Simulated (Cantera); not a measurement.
Mixture: H2 : O2 : N2 = 1 : 0.238 : 0.895 (molar parts), at 9.87 atm, adiabatic and at constant volume. Ignition delay is the time to a rise of 400 K.

Cantera simulation using GRI-Mech 3.0 (53 species, 325 reactions); the numbers are that mechanism's predictions, not measurements. The hydrogen kinetics of GRI-Mech 3.0 are dated; newer H2 mechanisms differ, most at raised pressure.

Task: Predict: delay at 975 K; delay at 1125 K; delay at 1275 K; delay at 1425 K; delay at 1575 K; apparent activation energy between 1425 and 1575 K.

Result: delay at 975 K: 10.7 ms
delay at 1125 K: 0.374 ms
delay at 1275 K: 8.28 µs
delay at 1425 K: 2.17 µs
delay at 1575 K: 1.17 µs
apparent activation energy between 1425 and 1575 K: 77 kJ/mol
